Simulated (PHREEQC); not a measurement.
Solution A (41 mmol/kgw NiSO4 and 29 mmol/kgw KCl) is mixed with solution B (40 mmol/kgw KOH) at 25 °C; shares are by mass of water, 1 kg in all. Oxygen alone is held at its pressure in air (log pO2 = -0.68). The system is closed to CO2. Only these solids could form: Ni(OH)2, Ni4(OH)6SO4, Morenosite.

The numbers come from PHREEQC with the ion-association model, wateq4f.dat.

| share of solution B | pH | Ni(OH)2 (mol) | Ni in solution (mol/kgw) | Ni+2 (mol/kgw) | SO4-2 (mol/kgw) | NiSO4 (mol/kgw) |
|---|---|---|---|---|---|---|
| 0 | 6.08 | 0 | 0.0410 | 0.0259 | 0.0250 | 0.0144 |
| 0.1 | 6.45 | ___ | 0.0349 | 0.0222 | 0.0231 | ___ |
| 0.2 | 6.49 | ___ | ___ | 0.0184 | 0.0213 | 0.00995 |
| 0.3 | 6.53 | 0.00600 | ___ | 0.0146 | 0.0194 | 0.00778 |
| 0.4 | 6.59 | 0.00800 | ___ | 0.0108 | 0.0174 | 0.00564 |
| 0.5 | 6.67 | ___ | 0.0105 | 0.00685 | 0.0155 | 0.00354 |
| 0.6 | 6.85 | 0.0120 | 0.00440 | 0.00289 | 0.0135 | 0.00147 |
| 0.7 | 11.44 | 0.0123 | 2.75e-8 | 1.77e-12 | 0.0110 | 8.23e-13 |
| 0.8 | 12.11 | 0.00820 | 1.04e-7 | ___ | 0.00731 | 2.61e-14 |
| 0.9 | 12.36 | 0.00410 | 1.80e-7 | 2.53e-14 | 0.00363 | 0 |
| 1 | 12.52 | 0 | 0 | 0 | 0 | 0 |

### Question
Complete the blanks.

### Answer

- 0.1, Ni(OH)2 (mol): 0.00200
- 0.1, NiSO4 (mol/kgw): 0.0122
- 0.2, Ni(OH)2 (mol): 0.00400
- 0.2, Ni in solution (mol/kgw): 0.0288
- 0.3, Ni in solution (mol/kgw): 0.0227
- 0.4, Ni in solution (mol/kgw): 0.0166
- 0.5, Ni(OH)2 (mol): 0.01000
- 0.8, Ni+2 (mol/kgw): 8.22e-14

Species that the database lacks are ignored. The database's Ni(OH)2 is the aged solid; a fresh precipitate is more soluble.
